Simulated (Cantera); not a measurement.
A closed system holds: 1 mol SiCl4, 0.049 mol C3H8, 19 mol H2, at 1398.15 K and 1.50 Torr.

Cantera equilibrium calculation (NASA polynomials, part measured and part estimated; ideal gas, pure solids and liquids). Candidate condensed phases: C, C6H6, C7H8, C8H18, Si, SiC; 109 gas species. The tables' values for SiCl3 are old estimates; treat these amounts as uncertain. Equilibrium is a limit: real reactors are often held back by kinetics, nucleation or transport.

Base state: H2 0.853, HCl 0.107, SiCl2 0.0391, SiCl3 0.00102, SiCl4 0.000114, H 9.79e-5, SiHCl3 6.37e-5, Cl 1.01e-5 (mole fractions); condensed: SiC(s).

Q: What changes in the equilibrium state with this change: H2 from 19 to 370 mol?

A: 
```csv
species,before,after
H2,0.853,0.989
HCl,0.107,0.0101
SiCl2,0.0391,0.000306
SiCl4,0.000114,6.88e-9
SiCl3,0.00102,7.02e-7
SiHCl3,6.37e-5,4.72e-8
Cl,1.01e-5,8.90e-7
"SiC(s), mol",0.147,0.147
"Si(s), mol",0,0.739
```
Mutual solubility and eutectic melting of coexisting phases are not modelled.

Q: What changes in the equilibrium state with this change: temperature from 1398.15 K to 2298.15 K?

A: 
```tsv
species	before	after
H2	0.853	0.633
H	9.79e-5	0.171
HCl	0.107	0.130
SiCl2	0.0391	0.00326
Si	3.86e-7	0.0320
Cl	1.01e-5	0.0252
SiC2	<1e-9	0.00161
C2H2 (acetylene)	<1e-9	0.000994
Si2C	<1e-9	0.000764
SiC(s), mol	0.147	0
```
The tables' values for SiCl are old estimates; treat these amounts as uncertain. Gases not in the tables: Si2H6 and higher silanes.
